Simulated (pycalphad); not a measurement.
# Freezing of Ti-B alloys with rising B

All values are pycalphad results on the COST 507 light-alloy database (1999) (1 atm), not direct measurements. These are 1990s assessments: newer ones move some temperatures and phases. Phase fractions are per mole of atoms.

Scheil-Gulliver runs (no diffusion in the solid, steps of 4 K) beside full equilibrium.

```csv
alloy,liquidus (K),"Scheil, half solid (K)","Scheil, 80 % solid (K)","Scheil, invariant end (K)",liquid left at that end,equilibrium solidus (K)
Ti-10.75B (at.%),…,at the invariant end,at the invariant end,1814,…,1814
Ti-21.5B (at.%),2040,at the invariant end,at the invariant end,1814,0.66,1814
Ti-43B (at.%),2746,2235,at the invariant end,1814,0.23,1814
```

Problem. What belongs in the gaps?

Solution. 
- Ti-10.75B (at.%), liquidus (K): 1889
- Ti-10.75B (at.%), liquid left at that end: 0.91
